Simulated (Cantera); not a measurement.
A perfectly stirred reactor is fed with C2H6 : N2 = 1 : 190 (molar parts), at 150000 Pa; it is held at 1075 K, and followed from long to short residence time.

Detailed kinetics in Cantera: GRI-Mech 3.0 (53 species, 325 reactions). GRI-Mech 3.0 stops at C3 and has no aromatics, soot or wall deposition, so with more carbon than oxygen in the feed, carbon stays in small species such as C2H2 where larger ones or solid carbon would form.

Question: What does this change do: temperature 1075 to 1350 K?

Answer: 
| quantity | before | after |
|---|---|---|
| x(C2H6) at τ = 2.40 s | 0.000841 | 2.76e-5 |
| x(C2H2) at τ = 2.40 s | 0.000956 | 0.00399 |
| x(C2H4) at τ = 2.40 s | 0.00326 | 0.000210 |
| x(H) at τ = 2.40 s | 6.80e-8 | 7.36e-7 |
| x(HCN) at τ = 2.40 s | <1e-12 | 5.22e-9 |
| x(C2H6) at τ = 75.0 ms | 0.00438 | 0.000236 |
| x(C2H2) at τ = 75.0 ms | 1.63e-5 | 0.00338 |
| x(C2H4) at τ = 75.0 ms | 0.000820 | 0.00105 |
| x(H) at τ = 75.0 ms | 7.76e-8 | 3.10e-6 |
| x(HCN) at τ = 75.0 ms | <1e-12 | 8.77e-9 |

Question: What does this change do: pressure from 150000 Pa to 13.0 Pa?

Answer: 
```
quantity                  before     after
----------------------  --------  --------
x(C2H6) at τ = 2.40 s   0.000841   0.00523
x(C2H2) at τ = 2.40 s   0.000956  3.58e-10
x(C2H4) at τ = 2.40 s    0.00326   3.76e-6
x(H) at τ = 2.40 s       6.80e-8   1.02e-7
x(HCN) at τ = 2.40 s      <1e-12    <1e-12
x(C2H6) at τ = 75.0 ms   0.00438   0.00524
x(C2H2) at τ = 75.0 ms   1.63e-5    <1e-12
x(C2H4) at τ = 75.0 ms  0.000820  1.73e-10
x(H) at τ = 75.0 ms      7.76e-8  8.26e-11
x(HCN) at τ = 75.0 ms     <1e-12    <1e-12
```
Radical loss at walls, strong at low pressure, is not modelled.
